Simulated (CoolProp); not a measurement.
R1233zd(E) along the isobar 3.93 MPa: density (kg/m³) from the reference equation and from simpler models built on Tc = 438.9 K, pc = 3.583 MPa, ω = 0.304; each cubic takes its own stable root.

Values from CoolProp's reference Helmholtz-energy equation of state, Akasaka 2022.

```tsv
T (K)	phase	reference
222.7	liquid	1436
238.9	liquid	1403
255.2	liquid	1369
271.4	liquid	1334
287.6	liquid	1298
303.9	liquid	1261
320.1	liquid	1222
336.3	liquid	1180
352.6	liquid	1136
368.8	liquid	1088
385.1	liquid	1034
401.3	liquid	971.6
417.5	liquid	893.6
433.8	liquid	773.6
450	supercritical	307.3
```

Problem. How far does each simpler model (van der Waals, Redlich-Kwong, Soave-Redlich-Kwong, Peng-Robinson) lie from the reference over these 15 states: mean and median of the absolute difference, and the worst?

Solution. 
- van der Waals: mean 37.0 %, median 39.1 %, worst -40.8 % at 222.7 K and 3.93 MPa
- Redlich-Kwong: mean 14.3 %, median 13.7 %, worst -21.7 % at 433.8 K and 3.93 MPa
- Soave-Redlich-Kwong: mean 11.5 %, median 10.3 %, worst -20.2 % at 433.8 K and 3.93 MPa
- Peng-Robinson: mean 2.3 %, median 1.5 %, worst -11.4 % at 433.8 K and 3.93 MPa
